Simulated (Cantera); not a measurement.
A Cantera script and its output.

```python
import numpy as np
import cantera as ct

gas = ct.Solution("gri30.yaml")
gas.TPX = 1275, 1200000, {'CH3OH': 1, 'O2': 0.714, 'N2': 2.69}
reactor = ct.IdealGasReactor(gas, energy="on", clone=False)
net = ct.ReactorNet([reactor])
net.rtol, net.atol = 1e-08, 1e-16
show = ['CH3OH', 'O2', 'CH3', 'CO2', 'OH']
times = np.geomspace(7e-06, 5, 10)

steps = ct.SolutionArray(gas, extra=["t"])
rows = []
print(f"{'t/s':>10s}{'T/K':>9s}{'P/Pa':>11s}" + "".join(f"{s:>11s}" for s in show))
for t in times:
    while net.time < t:
        t_next = net.step()
        steps.append(gas.state, t=t_next)
    rows.append([np.interp(t, steps.t, y) for y in (steps.T, steps.P, *steps(*show).X.T)])
    print(f"{t:10.3e}{rows[-1][0]:9.1f}{rows[-1][1]:11.4g}" + "".join(f"{x:11.3e}" for x in rows[-1][2:]))
rate = np.gradient(steps.T, steps.t)
print("integrator steps:", len(steps.t))
if steps.T.max() > steps.T[0] + 200:
    print(f"time of steepest temperature rise: {steps.t[rate.argmax()]:.4e} s")
gas.TPX = 1275, 1200000, {'CH3OH': 1, 'O2': 0.714, 'N2': 2.69}
gas.equilibrate("UV")
print(f"equilibrium (UV): T = {gas.T:.1f} K  " + "  ".join(f"{s} {gas[s].X[0]:.3e}" for s in show))
```

Output:

```
       t/s      T/K       P/Pa      CH3OH         O2        CH3        CO2         OH
 7.000e-06   1275.0    1.2e+06  2.271e-01  1.621e-01  1.557e-07  2.357e-07  1.155e-09
 3.130e-05   1275.0    1.2e+06  2.270e-01  1.621e-01  1.472e-07  1.055e-06  1.822e-09
 1.399e-04   1275.5  1.201e+06  2.266e-01  1.619e-01  1.215e-07  4.829e-06  1.843e-08
 6.257e-04   2737.8   3.34e+06  2.990e-11  2.293e-05  1.214e-09  3.357e-02  1.778e-03
 2.798e-03   2737.4  3.339e+06  2.994e-11  2.285e-05  1.217e-09  3.356e-02  1.775e-03
 1.251e-02   2737.4  3.339e+06  2.994e-11  2.285e-05  1.217e-09  3.356e-02  1.775e-03
 5.593e-02   2737.4  3.339e+06  2.994e-11  2.285e-05  1.217e-09  3.356e-02  1.775e-03
 2.501e-01   2737.4  3.339e+06  2.994e-11  2.285e-05  1.217e-09  3.356e-02  1.775e-03
 1.118e+00   2737.4  3.339e+06  2.994e-11  2.285e-05  1.217e-09  3.356e-02  1.775e-03
 5.000e+00   2737.4  3.339e+06  2.994e-11  2.285e-05  1.217e-09  3.356e-02  1.775e-03
integrator steps: 2153
time of steepest temperature rise: 3.2733e-04 s
equilibrium (UV): T = 2737.4 K  CH3OH 3.086e-11  O2 2.285e-05  CH3 1.359e-09  CO2 3.356e-02  OH 1.775e-03
```

Model: GRI-Mech 3.0 (53 species, 325 reactions), integrated in Cantera. GRI-Mech 3.0 was tuned for natural gas; its chemistry of methanol as a main component is partial and can be far from experiment. The pressure lies above the range GRI-Mech 3.0 was tuned for (to about 10 atm).
